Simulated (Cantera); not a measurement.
A freely propagating, adiabatic, planar premixed flame of 45.7 % H2, 11.4 % O2, 42.9 % N2, unburnt at 348 K and 100000 Pa; mixture-averaged transport, grid criteria slope 0.08 and curve 0.16, no radiation.

Cantera simulation using the H2/O2 subset of GRI-Mech 3.0, which has no nitrogen chemistry; the numbers are that mechanism's predictions, not measurements. Burning velocities carry a grid error of a few per cent, more on coarse grids.

Question: Predict: laminar burning velocity; thermal thickness; peak x(H); peak x(OH); peak x(O); peak x(HO2).

Answer: 
- laminar burning velocity = 376 cm/s
- thermal thickness = 0.351 mm
- peak x(H) = 0.0735
- peak x(OH) = 0.00338
- peak x(O) = 0.00304
- peak x(HO2) = 0.000448
